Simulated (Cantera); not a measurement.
A diamond (100) surface in a fixed gas of H2 with x(CH4) = 0.017, x(H) = 0.031, x(CH3) = 3.6e-05, at 1225 K; coverages are run to steady state.

Cantera simulation using the Harris–Goodwin 1993 mechanism for the reconstructed diamond (100) surface; the numbers are that mechanism's predictions, not measurements.

One state of this run: growth (µm/h) = 0.231; θ c6HH = 0.421; θ c6H* = 0.0413; θ c6*H = 0.503; θ c6** = 0.0347; θ c6HM = 8.64e-5. θ: site fractions in the mechanism's names (c6HH fully hydrogenated, c6H* and c6*H radical sites, c6** diradical, c6HM methylated).

Q: Which value of P (Pa) does it belong to?
A. 960
B. 21000
C. 13000
D. 1500

A: D, 1500
